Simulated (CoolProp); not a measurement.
Vapour-liquid equilibrium of R22 (1) + n-hexane (2) at 31.75 °C; x and y are mole fractions of (1).

Computed with CoolProp (multi-fluid Helmholtz-energy mixture model, Kamei 1995 and Thol 2019; pair parameters Bell 2016).

Question: Give the bubble pressure and the first vapour's composition at x = 0.125, 0.575, 0.8. Is there an azeotrope?

Answer: x = 0.125: 0.2317 MPa, y = 0.888; x = 0.575: 0.7782 MPa, y = 0.975; x = 0.8: 0.9967 MPa, y = 0.987. No azeotrope shows between x = 0.05 and 0.95.

The pair parameters rest on a limited set of measurements; away from them the model extrapolates. The gap from Raoult's law changes sign with composition, which may be real or a fault of the pair parameters; it wasn't checked against measurements.
